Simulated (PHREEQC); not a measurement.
Sulfide liquor (model solution)

Consider water at 93 °C with 0.00098 mol/kgw NH4HS, 0.1 mol/kgw NaCl and 0.2 mol/kgw MnCl2. Closed to the air; pH follows from the charge balance.

The numbers come from PHREEQC with the ion-association model, wateq4f.dat.

Each row changes one thing in this solution. Precipitation was switched off in this run.

```
case                                            pH  ionic strength (mol/kgw)  Cl- (mol/kgw)  SI of Halite (NaCl)
--------------------------------------------  ----  ------------------------  -------------  -------------------
as made                                       6.46                     0.592          0.444                -3.46
temperature from 93 to 85 °C                  6.58                     0.590          0.443                -3.45
NH4HS left out                                5.05                     0.592          0.444                -3.46
MnCl2 left out                                7.02                     0.101          0.100                -3.96
temperature from 93 to 5 °C                   8.23                     0.572          0.433                -3.24
MnCl2 replaced by SrCl2 at the same molality  6.94                     0.701          0.500                -3.42
NaCl from 0.1 to 0.2 mol/kgw                  6.47                     0.679          0.536                -3.09
```

The ionic strength passes 0.7 mol/kgw, the rough limit of the ion-association models, in MnCl2 replaced by SrCl2 at the same molality. At this temperature some constants are extrapolated from 25 °C, and those without enthalpy data are left unchanged. The polysulfide entries of wateq4f.dat were taken out for this run.
